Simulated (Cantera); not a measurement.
**Thermodynamics of iron carbonyl, mercury and lead vapours, feed Fe(CO)5 + CO + N2**

Input: 1 mol Fe(CO)5, 1 mol CO, 55 mol N2, equilibrated at 0.0120 bar.

Method: chemical equilibrium by Gibbs-energy minimisation in Cantera with the NASA 1993 tables (ideal gas, pure condensed phases). Candidate condensed phases: C, Fe, Fe(CO)5, FeO, Fe2O3, Fe3O4; 27 gas species. Condensed phases not in the tables: cementite and carbon dissolved in iron. Equilibrium is a limit: real reactors are often held back by kinetics, nucleation or transport.

```
T (K)  log p N2  log p CO  log p Fe  log p CO2  log p C2N2  log p CN  n C(graphite)  n Fe(α)  n Fe(γ)
-----  --------  --------  --------  ---------  ----------  --------  -------------  -------  -------
1025      -1.97     -2.93    -13.31      -6.32        <-13      <-13        0.00243     1.00        0
1075      -1.97     -2.93    -12.35      -6.72        <-13      <-13       0.000962     1.00        0
1125      -1.97     -2.93    -11.47      -7.09        <-13      <-13              0     1.00        0
1175      -1.97     -2.93    -10.68      -7.42      -13.44      <-13              0     1.00        0
1225      -1.97     -2.93     -9.95      -7.73      -12.87      <-13              0        0    1.000
1275      -1.97     -2.93     -9.28      -8.01      -12.35    -13.71              0        0    1.000
1325      -1.97     -2.93     -8.66      -8.27      -11.86    -13.04              0        0    1.000
1375      -1.97     -2.93     -8.09      -8.51      -11.42    -12.41              0        0    1.000
1425      -1.97     -2.93     -7.55      -8.73      -11.00    -11.82              0        0    1.000
1475      -1.97     -2.93     -7.06      -8.94      -10.61    -11.28              0        0    1.000
1525      -1.97     -2.93     -6.60      -9.13      -10.25    -10.77              0        0    0.999
1575      -1.97     -2.93     -6.17      -9.31       -9.91    -10.30              0        0    0.997
```
log p: log10 of the partial pressure in bar; n: condensed amount in mol.

From 1025 K to 1075 K the condensed part is C(graphite) + Fe(α). From 1125 K to 1175 K the condensed part is Fe(α). From 1225 K to 1575 K the condensed part is Fe(γ).
